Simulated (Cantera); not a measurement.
A closed system holds: 1 mol Ca(OH)₂, 6.9 mol H₂, 0.17 mol CO₂, held at 2.60 bar.

These are equilibrium values from Cantera (NASA tables, ideal gas, pure condensed phases), not measurements of a reactor. Candidate condensed phases: C, C₆H₆, C₇H₈, C₈H₁₈, Ca, CaCO₃, CaO, Ca(OH)₂, H₂O; 115 gas species. Kinetics and transport are ignored.

Problem. Which condensed phases are stable at each of these points (T (°C)): 452, 652, 852, 1052, 1252, 1452, 1652?

Solution. 
| T (°C) | condensed phases | Ca condensed (%) |
|---|---|---|
| 452 | CaO(s) + Ca(OH)₂(s) | 100.0 |
| 652 | CaO(s) | 100.0 |
| 852 | CaO(s) | 100.0 |
| 1052 | CaO(s) | 100.0 |
| 1252 | CaO(s) | 100.0 |
| 1452 | CaO(s) | 100.0 |
| 1652 | CaO(s) | 100.0 |

At 452 °C the condensed part is CaO(s) + Ca(OH)₂(s). From 652 °C to 1652 °C the condensed part is CaO(s).
